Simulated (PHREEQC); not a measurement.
## Leach liquor with nickel, zinc or cadmium bath (model solution)

Solution A (0.0048 mol/kgw H2SO4, 0.011 mol/kgw LiCl and 0.057 mol/kgw Na2SO4) is mixed with solution B (0.0026 mol/kgw CdSO4 and 0.045 mol/kgw FeSO4) at 6 °C; shares are by mass of water, 1 kg in all. No oxygen is let in. The system is closed to CO2. The run lets Cd(OH)2, CdOHCl, Halite, Mirabilite, Melanterite precipitate or redissolve, and no other solid.

Model: ion-association model, wateq4f.dat, run in PHREEQC.

Problem. Predict pH at share of solution B = 0, 1.

Solution. 
| share of solution B | pH |
|---|---|
| 0 | 2.44 |
| 1 | 6.17 |

Complexes and solids missing from the database can't appear. Away from 25 °C the constants follow the database's enthalpies or fits; those with neither stay at their 25 °C values.
